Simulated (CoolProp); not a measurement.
A single-stage vapour-compression cycle with R507A: evaporating at 208.15 K (dew point), condensing at 262.15 K (bubble point), superheat 8 K, subcooling 5 K, compressor efficiency 0.65, no pressure losses. Each further row changes one setting.

Values from CoolProp's reference Helmholtz-energy equation of state, Lemmon 2003. It is a pseudo-pure fit of the blend.

| case | cooling COP | pressure ratio | discharge temperature (K) | refrigerating effect (kJ/kg) | volumetric capacity (kJ/m³) |
|---|---|---|---|---|---|
| as stated | 2.03 | 11.3 | 315.3 | 152 | 328 |
| evaporating temperature 213.15 K | [?] | [?] | 309.2 | [?] | [?] |
| condensing temperature 257.15 K | [?] | 9.49 | 307.8 | 159 | 343 |
| subcooling 10 K | 2.12 | 11.3 | 315.3 | 159 | 343 |
| superheat 18 K | 2.03 | 11.3 | 326.9 | [?] | 328 |
| compressor efficiency 0.55 | [?] | 11.3 | 329.7 | 152 | 328 |

**Question.** Some entries are withheld; supply them.

**Answer.** 
- evaporating temperature 213.15 K, cooling COP: 2.35
- evaporating temperature 213.15 K, pressure ratio: 8.51
- evaporating temperature 213.15 K, refrigerating effect (kJ/kg): 155
- evaporating temperature 213.15 K, volumetric capacity (kJ/m³): 438
- condensing temperature 257.15 K, cooling COP: 2.30
- superheat 18 K, refrigerating effect (kJ/kg): 160
- compressor efficiency 0.55, cooling COP: 1.72
